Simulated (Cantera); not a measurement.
Charge: 1 mol CH4, 0.063 mol NH3, equilibrated at 1075 K and 26.0 mbar.

Cantera equilibrium calculation (NASA polynomials, part measured and part estimated; ideal gas, pure solids and liquids). Candidate condensed phases: C, C6H6, C7H8, C8H18; 92 gas species. The numbers say what is thermodynamically allowed, not how fast it happens.

Base state: H2 0.984, N2 0.0148, CH4 0.00114 (mole fractions); condensed: C(graphite).

### Question
What changes in the equilibrium state with this change: NH3 from 0.063 to 0.014 mol?

### Answer
```
species            before    after
----------------  -------  -------
H2                  0.984    0.995
N2                 0.0148  0.00345
CH4               0.00114  0.00116
C(graphite), mol    0.998    0.998
```

### Question
What changes in the equilibrium state with this change: pressure from 26.0 mbar to 3.50 bar?

### Answer
```json
[
 {"species": "H2", "before": "0.984", "after": "0.865"},
 {"species": "CH4", "before": "0.00114", "after": "0.118"},
 {"species": "N2", "before": "0.0148", "after": "0.0165"},
 {"species": "NH3", "before": "1.13e-6", "after": "0.000132"},
 {"species": "C(graphite), mol", "before": "0.998", "after": "0.775"}
]
```
